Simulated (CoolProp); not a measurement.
A single-stage vapour-compression cycle with C3F8 (R218): evaporating at 229.15 K (dew point), condensing at 256.15 K (bubble point), superheat 10 K, subcooling 5 K, compressor efficiency 0.65, no pressure losses. Each further row changes one setting.

Computed with CoolProp (reference Helmholtz-energy equation of state, Lemmon 2006). It is a short technical equation, of lower accuracy than the large ones.

```tsv
case	cooling COP	pressure ratio	discharge temperature (K)	refrigerating effect (kJ/kg)	volumetric capacity (kJ/m³)
as stated	___	3.17	267.7	93.1	659
evaporating temperature 234.15 K	6.52	___	267.1	96.3	852
condensing temperature 251.15 K	___	___	___	98.1	695
subcooling 10 K	5.33	3.17	267.7	98.1	695
superheat 20 K	5.18	3.17	277.9	___	678
compressor efficiency 0.55	4.28	3.17	___	93.1	659
```

**Question.** What belongs in the gaps?

**Answer.** 
- as stated, cooling COP: 5.05
- evaporating temperature 234.15 K, pressure ratio: 2.50
- condensing temperature 251.15 K, cooling COP: 6.40
- condensing temperature 251.15 K, pressure ratio: 2.62
- condensing temperature 251.15 K, discharge temperature (K): 262.8
- superheat 20 K, refrigerating effect (kJ/kg): 100
- compressor efficiency 0.55, discharge temperature (K): 271.9
